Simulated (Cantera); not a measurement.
A closed system holds: 1 mol borazine, a varied amount of H2O, equilibrated at 525 °C and 13.3 mbar.

Equilibrium computed with Cantera from the NASA thermochemical tables; the gas is ideal and each condensed phase is pure. Candidate condensed phases: B, BN, B2O3, B3O3H3, H2O; 39 gas species. The feed counts by its element totals alone. Gases not in the tables: H3BO3. The numbers say what is thermodynamically allowed, not how fast it happens.

Task: Which condensed phases are stable at each of these points (n(H2O) (mol)): 0.46, 0.73, 1.2, 1.8, 2.9, 4.7, 7.4?

Result: 
```
n(H2O) (mol)  condensed phases  B condensed (%)
------------  ----------------  ---------------
0.46           BN(s) + B2O3(l)            100.0
0.73           BN(s) + B2O3(l)            100.0
1.2            BN(s) + B2O3(l)            100.0
1.8            BN(s) + B2O3(l)            100.0
2.9            BN(s) + B2O3(l)            100.0
4.7                    B2O3(l)            100.0
7.4                    B2O3(l)             98.5
```

From 0.46 mol H2O to 2.9 mol H2O the condensed part is BN(s) + B2O3(l). From 4.7 mol H2O to 7.4 mol H2O the condensed part is B2O3(l).
